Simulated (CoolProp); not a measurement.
Vapour-liquid equilibrium of R13 (1) + R11 (2) at 213.3 K; x and y are mole fractions of (1).

Computed with CoolProp (multi-fluid Helmholtz-energy mixture model, Platzer 1990 and Jacobsen 1992; pair parameters Bell 2016). This equation is an older, rougher fit; its heat capacities, sound speeds and derivatives of the liquid may be far off and weren't checked against measurements.

**Question.** Give the bubble pressure and the first vapour's composition at x = 0.55, 0.75, 0.95. Is there an azeotrope?

**Answer.** x = 0.55: 0.1856 MPa, y = 0.995; x = 0.75: 0.2228 MPa, y = 0.997; x = 0.95: 0.2675 MPa, y = 0.999. No azeotrope shows between x = 0.05 and 0.95.

The pair parameters rest on a limited set of measurements; away from them the model extrapolates. With so large a gap from Raoult's law the liquid may split in two, which this calculation doesn't test in full.
